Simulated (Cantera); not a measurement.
Charge: 1 mol TEOS, 21 mol CO2, 2 mol N2, equilibrated at 810 Pa.

These are equilibrium values from Cantera (NASA tables, ideal gas, pure condensed phases), not measurements of a reactor. Candidate condensed phases: C, C6H6, C7H8, C8H18, H2O, Si, SiC, SiO2, Si2N2O, Si3N4; 151 gas species. The feed counts by its element totals alone. The tables hold silica as quartz up to 1696 K and as liquid above; real silica turns to tridymite and cristobalite and melts near 1996 K. Kinetics and transport are ignored.

### Question
What share of the Si ends up in condensed phases as a function of T (K), at 1198, 1298, 1398, 1498, 1598, 1698, 1798, 1898, 1998?

### Answer
```
T (K)  Si condensed (%)               as
-----  ----------------  ---------------
1198              100.0   SiO2(β-quartz)
1298              100.0   SiO2(β-quartz)
1398              100.0   SiO2(β-quartz)
1498              100.0   SiO2(β-quartz)
1598              100.0   SiO2(β-quartz)
1698               99.9  SiO2(condensed)
1798               99.4  SiO2(condensed)
1898               96.2  SiO2(condensed)
1998               81.5          SiO2(l)
```
